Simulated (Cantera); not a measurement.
Input (Python, Cantera) and output of one run.

```python
import numpy as np
import cantera as ct

gas_names = """
    CL CLO CL2 Mg MgCL MgCL2 MgO Mg2 O O2 O3
""".split()
cond_names = """
    Mg(cr) Mg(L) MgCL2(s) MgCL2(L) MgO(s) MgO(L)
""".split()


# ... load() reads the species with a 1 bar reference pressure and builds the phases ...
atoms = {
    'MgO': {'Mg': 1, 'O': 1},
    'Cl2': {'CL': 2},
}
top_T = {}  # K; cautious upper limits of use, not melting points


# ... equilibrate(T, P, feed) seeds the gas with the atoms and calls Mixture.equilibrate('TP', solver="vcs", rtol=1e-11, max_steps=5000) ...
results = []
P = 26  # Pa
for T in [850, 900, 950, 1000, 1050, 1100, 1150, 1200, 1250]:
    for m in [3.8, 5, 6.7, 8.9, 12, 16, 21, 28]:
        feed = {'MgO': 1, 'Cl2': m}  # mol
        mix = equilibrate(T, P, feed)
        results.append((T, P, feed, dict(zip(mix.species_names, mix.species_moles))))

for T, P, feed, n in results:
    print(f"{T:7g} {feed['Cl2']:10.4g}  " + (" + ".join(c for c in cond_names if n.get(c, 0) > 1e-12) or "gas only"))
```

Result:

```
    850        3.8  MgO(s)
    850          5  MgO(s)
    850        6.7  MgO(s)
    850        8.9  MgO(s)
    850         12  MgO(s)
    850         16  MgO(s)
    850         21  MgO(s)
    850         28  MgO(s)
    900        3.8  MgO(s)
    900          5  MgO(s)
    900        6.7  MgO(s)
    900        8.9  MgO(s)
    900         12  MgO(s)
    900         16  MgO(s)
    900         21  MgO(s)
    900         28  MgO(s)
    950        3.8  MgO(s)
    950          5  MgO(s)
    950        6.7  MgO(s)
    950        8.9  MgO(s)
    950         12  MgO(s)
    950         16  MgO(s)
    950         21  MgO(s)
    950         28  MgO(s)
   1000        3.8  MgO(s)
   1000          5  MgO(s)
   1000        6.7  MgO(s)
   1000        8.9  MgO(s)
   1000         12  MgO(s)
   1000         16  MgO(s)
   1000         21  MgO(s)
   1000         28  MgO(s)
   1050        3.8  MgO(s)
   1050          5  MgO(s)
   1050        6.7  MgO(s)
   1050        8.9  MgO(s)
   1050         12  MgO(s)
   1050         16  MgO(s)
   1050         21  gas only
   1050         28  gas only
   1100        3.8  MgO(s)
   1100          5  MgO(s)
   1100        6.7  MgO(s)
   1100        8.9  gas only
   1100         12  gas only
   1100         16  gas only
   1100         21  gas only
   1100         28  gas only
   1150        3.8  MgO(s)
   1150          5  gas only
   1150        6.7  gas only
   1150        8.9  gas only
   1150         12  gas only
   1150         16  gas only
   1150         21  gas only
   1150         28  gas only
   1200        3.8  gas only
   1200          5  gas only
   1200        6.7  gas only
   1200        8.9  gas only
   1200         12  gas only
   1200         16  gas only
   1200         21  gas only
   1200         28  gas only
   1250        3.8  gas only
   1250          5  gas only
   1250        6.7  gas only
   1250        8.9  gas only
   1250         12  gas only
   1250         16  gas only
   1250         21  gas only
   1250         28  gas only
```

Equilibrium computed with Cantera from the NASA thermochemical tables; the gas is ideal and each condensed phase is pure.
